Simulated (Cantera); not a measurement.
Cantera run:

```python
import numpy as np
import cantera as ct

gas_names = [...]  # 109 gases of nasa_gas.yaml made of C, Cl, H, Si
cond_names = """
    C(gr) C6H6(L) C7H8(L) C8H18(L),n-octa Si(cr) Si(L) SiC(b)
""".split()


# ... load() reads the species with a 1 bar reference pressure and builds the phases ...
atoms = {
    'SiH2Cl2': {'Si': 1, 'H': 2, 'CL': 2},
    'H2': {'H': 2},
    'C2H4': {'C': 2, 'H': 4},
}
top_T = {'C(gr)': 4500, 'SiC(b)': 3050}  # K; cautious upper limits of use, not melting points


# ... equilibrate(T, P, feed) seeds the gas with the atoms and calls Mixture.equilibrate('TP', solver="vcs", rtol=1e-11, max_steps=5000) ...
results = []
feed = {'SiH2Cl2': 1, 'H2': 400, 'C2H4': 0.18}  # mol
T = 1575  # K
P = 63000  # Pa
mix = equilibrate(T, P, feed)
results.append((T, P, feed, dict(zip(mix.species_names, mix.species_moles))))
x = sorted(zip(gas.X, gas.species_names), reverse=True)
print(f"T = {T:g} K  P = {P:g} Pa  gas = {mix.phase_moles(0):.4g} mol")
print("   x: " + "  ".join(f"{s} {v:.3e}" for v, s in x if v > 1e-05))
print("   condensed (mol): " + ("  ".join(f"{mix.phase(i).name} {mix.phase_moles(i):.4g}"
      for i in range(1, mix.n_phases) if mix.phase_moles(i) > 1e-12) or "none"))
```

Output:

```
T = 1575 K  P = 63000 Pa  gas = 402.4 mol
   x: H2 9.950e-01  HCL 4.808e-03  SiCL2 7.875e-05  H 5.223e-05  CH4 1.093e-05
   condensed (mol): Si(cr) 0.6096  SiC(b) 0.3556
```

Method: chemical equilibrium by Gibbs-energy minimisation in Cantera with the NASA 1993 tables (ideal gas, pure condensed phases). Mutual solubility and eutectic melting of coexisting phases are not modelled.
